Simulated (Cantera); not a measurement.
An isothermal, constant-pressure homogeneous reactor starts with H2 : O2 = 0.011 : 1 (molar parts), at 1450 K and 420 Pa. Integrator tolerance rtol = 1e-08.

Detailed kinetics in Cantera: GRI-Mech 3.0 (53 species, 325 reactions). Radical loss at walls, strong at low pressure, is not modelled.

Problem. What does this change do: pressure from 420 Pa to 1700 Pa?

Solution. 
```csv
quantity,before,after
x(H2) at 1.00 s,3.79e-5 (gas-phase equilibrium 1.61e-7),6.56e-6 (gas-phase equilibrium 8.02e-8)
x(O2) at 1.00 s,0.980 (gas-phase equilibrium 0.989),0.987 (gas-phase equilibrium 0.989)
x(O) at 1.00 s,0.00786 (gas-phase equilibrium 3.10e-5),0.00129 (gas-phase equilibrium 1.54e-5)
x(H2O) at 1.00 s,0.0100 (gas-phase equilibrium 0.0109),0.0106 (gas-phase equilibrium 0.0109)
x(H2O2) at 1.00 s,2.60e-9 (gas-phase equilibrium 1.08e-10),4.42e-9 (gas-phase equilibrium 2.18e-10)
x(HO2) at 1.00 s,1.07e-7 (gas-phase equilibrium 3.60e-8),1.51e-7 (gas-phase equilibrium 5.11e-8)
x(OH) at 1.00 s,0.00146 (gas-phase equilibrium 9.55e-5),0.000608 (gas-phase equilibrium 6.74e-5)
```
